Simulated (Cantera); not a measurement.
A perfectly stirred reactor is fed with CH4 : CO : O2 : N2 : CO2 = 1 : 0.077 : 1.57 : 5.9 : 0.5 (molar parts), at 1.70 bar; it is adiabatic with a 450 K inlet, and is followed from long to short residence time, starting on the burning branch (τ in s: 0.16, 0.041, 0.011, 0.0029, 0.00077, 0.0002, 5.4e-05, 1.4e-05, 3.8e-06).

Computed with Cantera and GRI-Mech 3.0 (53 species, 325 reactions).

x: mole fraction; the columns are a selection and need not sum to one.

```
τ (s)    T (K)     x CH4     x CO      x O2   x C2H2   x HO2    x H2     x CH3
-------  -----  --------  -------  --------  -------  ------  ------  --------
0.16      2043   3.38e-5   0.0705   8.58e-5  5.46e-7     [?]  0.0283   1.16e-5
0.041     2037   5.32e-5   0.0706  0.000213  1.28e-6     [?]  0.0283   2.43e-5
0.011     2026   8.38e-5   0.0707  0.000507  2.46e-6     [?]  0.0284   4.64e-5
0.0029    2007  0.000159   0.0711   0.00122  5.46e-6     [?]  0.0287   9.35e-5
0.00077   1975  0.000397   0.0723   0.00306  1.78e-5     [?]  0.0292  0.000221
0.00020    450     0.111  0.00851     0.174   <1e-12  <1e-12  <1e-12    <1e-12
5.4e-5     450     0.111  0.00851     0.174   <1e-12  <1e-12  <1e-12    <1e-12
1.4e-5     450     0.111  0.00851     0.174   <1e-12  <1e-12  <1e-12    <1e-12
3.8e-6     450     0.111  0.00851     0.174   <1e-12  <1e-12  <1e-12    <1e-12
```

Question: What belongs in the gaps?

Answer: 
- 0.16, x HO2: 2.45e-8
- 0.041, x HO2: 7.89e-8
- 0.011, x HO2: 2.39e-7
- 0.0029, x HO2: 6.75e-7
- 0.00077, x HO2: 1.90e-6
